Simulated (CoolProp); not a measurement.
n-heptane along the isobar 4.47 MPa: Z from the reference equation and from simpler models built on Tc = 541.2 K, pc = 2.774 MPa, ω = 0.349; each cubic takes its own stable root.

The numbers come from the reference Helmholtz-energy equation of state, Span 2003 in CoolProp. It is a short technical equation, of lower accuracy than the large ones.

```csv
T (K),phase,reference
350.2,liquid,0.2402
378.6,liquid,0.2313
407,liquid,0.2248
435.4,liquid,0.2210
463.7,liquid,0.2200
492.1,liquid,0.2230
520.5,liquid,0.2329
548.9,supercritical,0.2597
577.2,supercritical,0.3517
```

Problem. How far does each simpler model (Soave-Redlich-Kwong, Peng-Robinson) lie from the reference over these 9 states: mean and median of the absolute difference, and the worst?

Solution. 
- Soave-Redlich-Kwong: mean 15.3 %, median 13.5 %, worst +21.8 % at 548.9 K and 4.47 MPa
- Peng-Robinson: mean 4.0 %, median 1.3 %, worst +13.1 % at 577.2 K and 4.47 MPa
